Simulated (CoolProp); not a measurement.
Vapour-liquid equilibrium of isohexane (1) + n-hexane (2) at 309.6 K; x and y are mole fractions of (1).

The numbers come from the multi-fluid Helmholtz-energy mixture model, Lemmon 2006 and Thol 2019; pair parameters Bell 2016 in CoolProp.

```tsv
x	bubble pressure, mixture model (kPa)	bubble pressure, Raoult's law (kPa)	y, mixture model	y, Raoult's law
0.05	___	33.03	0.068	0.067
0.15	34.40	34.23	0.197	0.195
0.25	35.69	35.43	0.316	0.313
0.35	___	36.63	0.426	0.424
0.45	38.18	37.82	0.528	0.528
0.55	39.39	39.02	___	0.626
0.65	40.56	40.22	___	0.718
0.75	41.70	41.42	0.800	0.804
0.85	42.81	42.61	0.882	0.886
0.95	___	43.81	___	0.963
```

Problem. Complete the blanks.

Solution. 
- 0.05, bubble pressure, mixture model (kPa): 33.09
- 0.35, bubble pressure, mixture model (kPa): 36.95
- 0.55, y, mixture model: 0.624
- 0.65, y, mixture model: 0.714
- 0.95, bubble pressure, mixture model (kPa): 43.89
- 0.95, y, mixture model: 0.961

The largest gap from Raoult's law is +1.0 % in bubble pressure, at x = 0.45. No azeotrope shows between x = 0.05 and 0.95.

The pair parameters rest on a limited set of measurements; away from them the model extrapolates.
